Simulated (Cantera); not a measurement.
A diamond (100) surface in a fixed gas of H2 with x(CH4) = 0.017, x(CH3) = 0.00021, at 1150 K, 13.5 Torr; coverages are run to steady state.

Detailed kinetics in Cantera: the Harris–Goodwin 1993 mechanism for the reconstructed diamond (100) surface.

One state of this run: growth (µm/h) = 2.23; θ c6HH = 0.472; θ c6H* = 0.0331; θ c6*H = 0.468; θ c6** = 0.0241; θ c6HM = 0.00178. θ: site fractions in the mechanism's names (c6HH fully hydrogenated, c6H* and c6*H radical sites, c6** diradical, c6HM methylated).

Q: Which value of x(H) does it belong to?
A) 0.00022
B) 0.00047
C) 0.0001
D) 0.022

A: D, 0.022
